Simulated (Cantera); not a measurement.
## Thermodynamics of carbon deposition, reforming and gasification, feed C₂H₆ + CO₂ + H₂

A closed system holds: 1 mol C₂H₆, 0.22 mol CO₂, 33 mol H₂, equilibrated at 0.130 bar.

Cantera equilibrium calculation (NASA polynomials, part measured and part estimated; ideal gas, pure solids and liquids). Candidate condensed phases: C, C₆H₆, C₇H₈, C₈H₁₈, H₂O; 110 gas species. Rates play no part.

| T (K) | log p H₂ | log p H | log p C₂H₂ (acetylene) | log p CO | log p C₂H | n C(graphite) |
|---|---|---|---|---|---|---|
| 1648 | -0.89 | -4.50 | -5.24 | -2.80 | -11.21 | 1.77 |
| 1748 | -0.89 | -4.09 | -4.84 | -2.80 | -10.19 | 1.77 |
| 1848 | -0.89 | -3.72 | -4.48 | -2.80 | -9.28 | 1.76 |
| 1948 | -0.89 | -3.39 | -4.16 | -2.80 | -8.47 | 1.74 |
| 2048 | -0.89 | -3.10 | -3.87 | -2.81 | -7.74 | 1.70 |
| 2148 | -0.90 | -2.83 | -3.62 | -2.81 | -7.07 | 1.64 |
| 2248 | -0.90 | -2.58 | -3.38 | -2.81 | -6.47 | 1.54 |
| 2348 | -0.91 | -2.36 | -3.17 | -2.81 | -5.92 | 1.39 |
| 2448 | -0.92 | -2.16 | -2.98 | -2.82 | -5.42 | 1.17 |
| 2548 | -0.93 | -1.98 | -2.81 | -2.82 | -4.96 | 0.863 |
| 2648 | -0.96 | -1.81 | -2.67 | -2.83 | -4.54 | 0.446 |
| 2748 | -0.98 | -1.66 | -2.56 | -2.84 | -4.18 | 0 |
| 2848 | -1.02 | -1.52 | -2.59 | -2.86 | -3.96 | 0 |
log p: log10 of the partial pressure in bar; n: condensed amount in mol.

From 1648 K to 2648 K the condensed part is C(graphite). From 2748 K to 2848 K nothing is condensed. The main C-bearing gas is CO at 1648 K and C₂H₂ (acetylene) at 2848 K.
